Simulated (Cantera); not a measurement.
Feed: 1 mol AlCl3, 13 mol H2O, 150 mol N2, 13 mol O2, equilibrated at 1848.15 K and 0.820 bar.

Equilibrium computed with Cantera from the NASA thermochemical tables; the gas is ideal and each condensed phase is pure. Candidate condensed phases: Al, AlCl3, AlN, Al2O3, H2O, NH4Cl; 45 gas species. Gases not in the tables: Al(OH)3. Rates play no part.

Base state: N2 0.843, O2 0.0712, H2O 0.0652, HCl 0.0154, NO 0.00294, Cl 0.00145, OH 0.000593, O 5.59e-5 (mole fractions); condensed: Al2O3(s).

### Question
What changes in the equilibrium state with this change: temperature from 1848.15 K to 1675 K?

### Answer
```
species         before    after
-------------  -------  -------
N2               0.843    0.844
O2              0.0712   0.0722
H2O             0.0652   0.0651
NO             0.00294  0.00160
HCl             0.0154   0.0161
O              5.59e-5  1.01e-5
H2             2.25e-5  4.13e-6
Al2O3(s), mol    0.500    0.500
```

### Question
What changes in the equilibrium state with this change: pressure from 0.820 bar to 0.0950 bar?

### Answer
```json
[
 {"species": "N2", "before": "0.843", "after": "0.843"},
 {"species": "O2", "before": "0.0712", "after": "0.0708"},
 {"species": "H2O", "before": "0.0652", "after": "0.0653"},
 {"species": "Cl", "before": "0.00145", "after": "0.00234"},
 {"species": "HCl", "before": "0.0154", "after": "0.0145"},
 {"species": "OH", "before": "0.000593", "after": "0.00102"},
 {"species": "H", "before": "2.78e-6", "after": "1.40e-5"},
 {"species": "Cl2", "before": "1.11e-5", "after": "3.34e-6"},
 {"species": "Al2O3(s), mol", "before": "0.500", "after": "0.500"}
]
```
